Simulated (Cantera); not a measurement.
Input (Python, Cantera) and output of one run.

```python
import numpy as np
import cantera as ct

gas_names = [...]  # 113 gases of nasa_gas.yaml made of C, H, O, Ta
cond_names = """
    C(gr) C6H6(L) C7H8(L) C8H18(L),n-octa H2O(s) H2O(L) Ta(cr) Ta(L) TaC(s) TaC(L) Ta2O5(s) Ta2O5(L)
""".split()


# ... load() reads the species with a 1 bar reference pressure and builds the phases ...
atoms = {
    'Ta(OEt)5': {'Ta': 1, 'C': 10, 'H': 25, 'O': 5},
    'CO2': {'C': 1, 'O': 2},
}
top_T = {'C(gr)': 4500}  # K; cautious upper limits of use, not melting points


# ... equilibrate(T, P, feed) seeds the gas with the atoms and calls Mixture.equilibrate('TP', solver="vcs", rtol=1e-11, max_steps=5000) ...
results = []
feed = {'Ta(OEt)5': 1, 'CO2': 2.7}  # mol
P = 3100  # Pa
for T in [900, 1100, 1300, 1500, 1700, 1900, 2100, 2300]:
    mix = equilibrate(T, P, feed)
    results.append((T, P, feed, dict(zip(mix.species_names, mix.species_moles))))
    x = sorted(zip(gas.X, gas.species_names), reverse=True)
    print(f"T = {T:g} K  P = {P:g} Pa  gas = {mix.phase_moles(0):.4g} mol")
    print("   x: " + "  ".join(f"{s} {v:.3e}" for v, s in x if v > 1e-06))
    print("   condensed (mol): " + ("  ".join(f"{mix.phase(i).name} {mix.phase_moles(i):.4g}"
          for i in range(1, mix.n_phases) if mix.phase_moles(i) > 1e-12) or "none"))
```

Result:

```
T = 900 K  P = 3100 Pa  gas = 19.61 mol
   x: H2 6.142e-01  CO 3.456e-01  CO2 2.067e-02  H2O 1.597e-02  CH4 3.649e-03
   condensed (mol): C(gr) 5.447  Ta2O5(s) 0.5
T = 1100 K  P = 3100 Pa  gas = 20.37 mol
   x: H2 6.122e-01  CO 3.864e-01  H2O 6.559e-04  CH4 4.170e-04  CO2 4.084e-04
   condensed (mol): C(gr) 4.813  Ta2O5(s) 0.5
T = 1300 K  P = 3100 Pa  gas = 22.9 mol
   x: H2 5.457e-01  CO 4.541e-01  CH4 7.260e-05  H2O 7.003e-05  CO2 3.306e-05  H 4.642e-06
   condensed (mol): C(gr) 1.301  TaC(s) 1
T = 1500 K  P = 3100 Pa  gas = 22.9 mol
   x: H2 5.458e-01  CO 4.541e-01  H 7.386e-05  CH4 2.373e-05  H2O 1.320e-05  C2H2,acetylene 4.925e-06  CO2 4.243e-06
   condensed (mol): C(gr) 1.3  TaC(s) 1
T = 1700 K  P = 3100 Pa  gas = 22.91 mol
   x: H2 5.453e-01  CO 4.540e-01  H 6.180e-04  C2H2,acetylene 4.003e-05  CH4 1.010e-05  H2O 3.703e-06
   condensed (mol): C(gr) 1.298  TaC(s) 1
T = 1900 K  P = 3100 Pa  gas = 22.94 mol
   x: H2 5.431e-01  CO 4.534e-01  H 3.321e-03  C2H2,acetylene 2.074e-04  CH4 5.138e-06  H2O 1.362e-06
   condensed (mol): C(gr) 1.29  TaC(s) 1
T = 2100 K  P = 3100 Pa  gas = 23.05 mol
   x: H2 5.351e-01  CO 4.512e-01  H 1.294e-02  C2H2,acetylene 7.729e-04  CH4 2.928e-06  CH3 1.381e-06
   condensed (mol): C(gr) 1.264  TaC(s) 1
T = 2300 K  P = 3100 Pa  gas = 23.36 mol
   x: H2 5.132e-01  CO 4.452e-01  H 3.938e-02  C2H2,acetylene 2.218e-03  C2H 7.686e-06  C4H2 3.924e-06  CH3 2.519e-06  CH4 1.748e-06
   condensed (mol): C(gr) 1.195  TaC(s) 1
```

Cantera equilibrium calculation (NASA polynomials, part measured and part estimated; ideal gas, pure solids and liquids). The feed counts by its element totals alone. TaC: taken at fixed stoichiometry. Condensed phases not in the tables: Ta2C.
